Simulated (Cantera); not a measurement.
Charge: 1 mol CF4, 0.053 mol CH4, 0.4 mol H2, held at 2700 °C.

Method: chemical equilibrium by Gibbs-energy minimisation in Cantera with the NASA 1993 tables (ideal gas, pure condensed phases). Candidate condensed phases: C, C6H6, C7H8, C8H18; 95 gas species. Gases not in the tables: C2F6 and larger saturated fluorocarbons. The numbers say what is thermodynamically allowed, not how fast it happens.

Problem. What share of the C ends up in condensed phases as a function of P (Pa), at 1, 6.80, 46, 320, 2200, 15000, 100000?

Solution. 
```
P (Pa)  C condensed (%)           as
------  ---------------  -----------
1                   0.0            -
6.80                0.0            -
46                  0.0            -
320                 0.0            -
2200               42.2  C(graphite)
15000              18.7  C(graphite)
100000              0.0            -
```
